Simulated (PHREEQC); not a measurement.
Consider water at 50 °C with 0.0039 mol Cu(BF4)2, 0.00043 mol HNO3 and 0.0015 mol H3BO3 per kg of water. Closed to the air; pH follows from the charge balance.

All values are PHREEQC results (ion-association model, phreeqc.dat), not measurements.

```csv
quantity,before,after
pH,2.95,3.15
ionic strength (mol/kgw),0.0127,0.00305
H3BO3 (mol/kgw),0.00272,0.00128
H2BO3- (mol/kgw),2.39e-9,1.68e-9
```

**Question.** Which change was made?
A. diluted 100-fold with water
B. Cu(BF4)2 left out
C. diluted 5-fold with water
D. H3BO3 from 0.0015 to 0.00075 mol/kgw
E. HNO3 left out

**Answer.** C, diluted 5-fold with water

This is a speciation only: nothing precipitates in the calculation. Constants without temperature data keep their 25 °C values here. Real BF4- forms and hydrolyses slowly; the run takes it at equilibrium.
